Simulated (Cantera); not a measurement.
Charge: 1 mol CuO, 13 mol H2, 0.056 mol H2O, held at 1475 K and 0.300 Torr.

Cantera equilibrium calculation (NASA polynomials, part measured and part estimated; ideal gas, pure solids and liquids). Candidate condensed phases: Cu, CuO, Cu(OH)2, Cu2O, H2O; 12 gas species. The numbers say what is thermodynamically allowed, not how fast it happens.

Base state: H2 0.906, H2O 0.0798, Cu 0.0134, H 0.000617 (mole fractions); condensed: Cu(l).

What changes in the equilibrium state with this change: CuO replaced by SiO2?


```json
[
 {"species": "H2", "before": "0.906", "after": "0.994"},
 {"species": "H2O", "before": "0.0798", "after": "0.00472"},
 {"species": "H", "before": "0.000617", "after": "0.000647"},
 {"species": "Cu", "before": "0.0134", "after": "0"},
 {"species": "SiO", "before": "0", "after": "0.000433"},
 {"species": "Cu(l), mol", "before": "0.823", "after": "0"},
 {"species": "SiO2(β-quartz), mol", "before": "0", "after": "0.994"}
]
```
The tables hold silica as quartz up to 1696 K and as liquid above; real silica turns to tridymite and cristobalite and melts near 1996 K. Further candidate phases: Si, SiO2.
